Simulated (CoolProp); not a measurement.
Vapour-liquid equilibrium of hydrogen sulfide (1) + n-butane (2) at -14.95 °C; x and y are mole fractions of (1).

Computed with CoolProp (multi-fluid Helmholtz-energy mixture model, Lemmon 2006 and Bücker 2006; pair parameters Kunz 2012).

```json
[
 {"x": "0.05", "bubble pressure, mixture model (MPa)": "0.1265", "bubble pressure, Raoult's law (MPa)": "0.08605", "y, mixture model": "0.564", "y, Raoult's law": "0.377"},
 {"x": "0.125", "bubble pressure, mixture model (MPa)": "0.2174", "bubble pressure, Raoult's law (MPa)": "0.1304", "y, mixture model": "0.757", "y, Raoult's law": "0.621"},
 {"x": "0.2", "bubble pressure, mixture model (MPa)": "0.2921", "bubble pressure, Raoult's law (MPa)": "0.1748", "y, mixture model": "0.828", "y, Raoult's law": "0.742"},
 {"x": "0.275", "bubble pressure, mixture model (MPa)": "0.3523", "bubble pressure, Raoult's law (MPa)": "0.2192", "y, mixture model": "0.864", "y, Raoult's law": "0.813"},
 {"x": "0.35", "bubble pressure, mixture model (MPa)": "0.4008", "bubble pressure, Raoult's law (MPa)": "0.2635", "y, mixture model": "0.887", "y, Raoult's law": "0.861"},
 {"x": "0.425", "bubble pressure, mixture model (MPa)": "0.4401", "bubble pressure, Raoult's law (MPa)": "0.3079", "y, mixture model": "0.902", "y, Raoult's law": "0.895"},
 {"x": "0.5", "bubble pressure, mixture model (MPa)": "0.4727", "bubble pressure, Raoult's law (MPa)": "0.3523", "y, mixture model": "0.914", "y, Raoult's law": "0.920"},
 {"x": "0.575", "bubble pressure, mixture model (MPa)": "0.5007", "bubble pressure, Raoult's law (MPa)": "0.3966", "y, mixture model": "0.924", "y, Raoult's law": "0.939"},
 {"x": "0.65", "bubble pressure, mixture model (MPa)": "0.5258", "bubble pressure, Raoult's law (MPa)": "0.4410", "y, mixture model": "0.933", "y, Raoult's law": "0.955"},
 {"x": "0.725", "bubble pressure, mixture model (MPa)": "0.5497", "bubble pressure, Raoult's law (MPa)": "0.4854", "y, mixture model": "0.943", "y, Raoult's law": "0.968"},
 {"x": "0.8", "bubble pressure, mixture model (MPa)": "0.5735", "bubble pressure, Raoult's law (MPa)": "0.5297", "y, mixture model": "0.953", "y, Raoult's law": "0.979"},
 {"x": "0.875", "bubble pressure, mixture model (MPa)": "0.5989", "bubble pressure, Raoult's law (MPa)": "0.5741", "y, mixture model": "0.966", "y, Raoult's law": "0.988"},
 {"x": "0.95", "bubble pressure, mixture model (MPa)": "0.6271", "bubble pressure, Raoult's law (MPa)": "0.6185", "y, mixture model": "0.983", "y, Raoult's law": "0.995"}
]
```

The largest gap from Raoult's law is +67.1 % in bubble pressure, at x = 0.2. No azeotrope shows between x = 0.05 and 0.95.

Pair parameters are fitted to limited data, so mixtures are less certain than the pure fluids. With so large a gap from Raoult's law the liquid may split in two, which this calculation doesn't test in full.
